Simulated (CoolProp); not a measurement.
Neopentane along the isotherm 276.85 °C: fugacity coefficient from the reference equation and from simpler models built on Tc = 160.6 °C, pc = 31.96 bar, ω = 0.196; each cubic takes its own stable root.

The numbers come from the reference Helmholtz-energy equation of state, Lemmon 2006 in CoolProp. It is a short technical equation, of lower accuracy than the large ones.

| p (bar) | phase | reference |
|---|---|---|
| 0.253 | gas | 0.9988 |
| 0.371 | gas | 0.9982 |
| 0.544 | gas | 0.9974 |
| 0.799 | gas | 0.9962 |
| 1.17 | gas | 0.9944 |
| 1.72 | gas | 0.9918 |
| 2.53 | gas | 0.9879 |
| 3.71 | gas | 0.9823 |
| 5.44 | gas | 0.9741 |
| 7.99 | gas | 0.9621 |
| 11.7 | gas | 0.9449 |
| 17.2 | gas | 0.9198 |
| 25.3 | gas | 0.8837 |
| 37.1 | supercritical | 0.8332 |
| 54.4 | supercritical | 0.7647 |
| 79.9 | supercritical | 0.6786 |

Problem. How far does each simpler model (van der Waals, Peng-Robinson) lie from the reference over these 16 states: mean and median of the absolute difference, and the worst?

Solution. 
- van der Waals: mean 1.0 %, median 0.2 %, worst -6.4 % at 276.85 °C and 79.9 bar
- Peng-Robinson: mean 0.8 %, median 0.3 %, worst -2.4 % at 276.85 °C and 54.4 bar
